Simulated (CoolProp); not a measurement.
R152A along the isobar 31.8 bar: Z from the reference equation and from simpler models built on Tc = 386.4 K, pc = 45.17 bar, ω = 0.275; each cubic takes its own stable root.

Computed with CoolProp (reference Helmholtz-energy equation of state, Outcalt 1996). It is a modified Benedict-Webb-Rubin equation, recast in Helmholtz form.

| T (K) | phase | reference |
|---|---|---|
| 295.4 | liquid | 0.09342 |
| 311.2 | liquid | 0.09272 |
| 326.9 | liquid | 0.09299 |
| 342.6 | liquid | 0.09465 |
| 358.4 | liquid | 0.09905 |
| 374.1 | gas | 0.6041 |
| 389.8 | gas | 0.6901 |
| 405.6 | gas | 0.7460 |
| 421.3 | gas | 0.7867 |
| 437.1 | gas | 0.8185 |
| 452.8 | gas | 0.8440 |
| 468.5 | gas | 0.8649 |
| 484.3 | gas | 0.8826 |
| 500 | gas | 0.8976 |

### Question
How far does each simpler model (van der Waals, Redlich-Kwong, Soave-Redlich-Kwong, Peng-Robinson) lie from the reference over these 14 states: mean and median of the absolute difference, and the worst?

### Answer
- van der Waals: mean 63.2 %, median 5.3 %, worst +534.4 % at 358.4 K and 31.8 bar
- Redlich-Kwong: mean 12.0 %, median 2.2 %, worst +37.3 % at 358.4 K and 31.8 bar
- Soave-Redlich-Kwong: mean 10.1 %, median 3.0 %, worst +29.4 % at 358.4 K and 31.8 bar
- Peng-Robinson: mean 3.8 %, median 0.7 %, worst +14.6 % at 358.4 K and 31.8 bar

At some of these states van der Waals gives the other phase, because its saturation line lies elsewhere.
